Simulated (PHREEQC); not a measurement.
Dissolve 0.067 mol/kgw HF, 0.00018 mol/kgw (CH3)4NF and 6.5e-06 mol/kgw H4SiO4 at 20 °C. Closed to the air; pH follows from the charge balance.

Computed with PHREEQC (ion-association model, wateq4f.dat).

| quantity | before | after |
|---|---|---|
| pH | 2.21 | 1.72 |
| ionic strength (mol/kgw) | 0.00692 | 0.0215 |
| HF (mol/kgw) | 0.0460 | 0.249 |
| F- (mol/kgw) | 0.00590 | 0.0112 |
| SI of Quartz (SiO2) | -9.23 | -12.78 |

### Question
What was changed between the two runs?
(A) (CH3)4NF from 0.00018 to 0.000198 mol/kgw
(B) HF from 0.067 to 0.67 mol/kgw
(C) 0.0099 mol/kgw Na2SO4 added
(D) HF left out

### Answer
B, HF from 0.067 to 0.67 mol/kgw

This is a speciation only: nothing precipitates in the calculation. (CH3)4N+ isn't in the database: it is added as a free cation with an ion size of 4 Å. wateq4f.dat counts part of the HF as a dimer, H2F2, which phreeqc.dat doesn't know; its constant is uncertain. SiF6-2 is the database's only silicon fluoride.
